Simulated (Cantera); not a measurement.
Cantera run:

```python
import numpy as np
import cantera as ct

gas_names = """
    H HO2 H2 H2O H2O2 Nb NbO NbO2 O OH O2 O3
""".split()
cond_names = """
    H2O(s) H2O(L) Nb(cr) Nb(L) NbO(s) NbO(L) NbO2(I) NbO2(II) NbO2(III) NbO2(L) Nb2O5(s) Nb2O5(L)
""".split()


# ... load() reads the species with a 1 bar reference pressure and builds the phases ...
atoms = {
    'Nb2O5': {'Nb': 2, 'O': 5},
    'H2': {'H': 2},
}
top_T = {}  # K; cautious upper limits of use, not melting points


# ... equilibrate(T, P, feed) seeds the gas with the atoms and calls Mixture.equilibrate('TP', solver="vcs", rtol=1e-11, max_steps=5000) ...
results = []
feed = {'Nb2O5': 1, 'H2': 140}  # mol
T = 950  # K
P = 10000  # Pa
mix = equilibrate(T, P, feed)
results.append((T, P, feed, dict(zip(mix.species_names, mix.species_moles))))
x = sorted(zip(gas.X, gas.species_names), reverse=True)
print(f"T = {T:g} K  P = {P:g} Pa  gas = {mix.phase_moles(0):.4g} mol")
print("   x: " + "  ".join(f"{s} {v:.3e}" for v, s in x if v > 1e-05))
print("   condensed (mol): " + ("  ".join(f"{mix.phase(i).name} {mix.phase_moles(i):.4g}"
      for i in range(1, mix.n_phases) if mix.phase_moles(i) > 1e-12) or "none"))
```

Result:

```
T = 950 K  P = 10000 Pa  gas = 140 mol
   x: H2 9.964e-01  H2O 3.616e-03
   condensed (mol): NbO2(I) 1.013  Nb2O5(s) 0.4937
```

Method: chemical equilibrium by Gibbs-energy minimisation in Cantera with the NASA 1993 tables (ideal gas, pure condensed phases). Condensed phases not in the tables: the oxides between NbO2 and Nb2O5.
